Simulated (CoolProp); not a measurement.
Properties of ammonia along the isobar 13.3 MPa (Tc = 132.4 °C, pc = 11.36 MPa, ω = 0.256).

The numbers come from the reference Helmholtz-energy equation of state, Gao 2020 in CoolProp.

```
T (°C)          phase       Z  speed of sound (m/s)  isothermal compressibility (1/MPa)  expansivity (1/kK)  conductivity (mW/(m K))  fugacity coefficient
------  -------------  ------  --------------------  ----------------------------------  ------------------  -----------------------  --------------------
65.05          liquid  0.1458                  1137                          (withheld)               3.088                      402                0.2026
76.55          liquid  0.1464                  1049                            0.003249               3.491                      373                0.2525
88.05          liquid  0.1480            (withheld)                            0.004281               4.053                      344                0.3083
99.45          liquid  0.1509                 858.4                            0.005962               4.892                      315                0.3689
110.95         liquid  0.1560                 749.0                            0.009176               6.335                      286                0.4343
122.45         liquid  0.1654                 622.4                             0.01713               9.448                      255                0.5026
133.85  supercritical  0.1879                 462.7                             0.05509               21.38               (withheld)            (withheld)
145.35  supercritical  0.3788                 337.5                              0.3705               56.03                      144                0.6303
156.85  supercritical  0.5204                 381.8                              0.1822               18.24                     95.2                0.6697
168.25  supercritical  0.5967                 410.4                              0.1424               11.49                     81.6                0.7013
179.75  supercritical  0.6514                 432.5                              0.1241               8.566                     75.3                0.7287
```

Problem. What belongs in the gaps?

Solution. 
- 65.05, isothermal compressibility (1/MPa): 0.002564
- 88.05, speed of sound (m/s): 956.7
- 133.85, conductivity (mW/(m K)): 228
- 133.85, fugacity coefficient: 0.5709

Thermal conductivity comes from a separate model (Tufeu 1984).
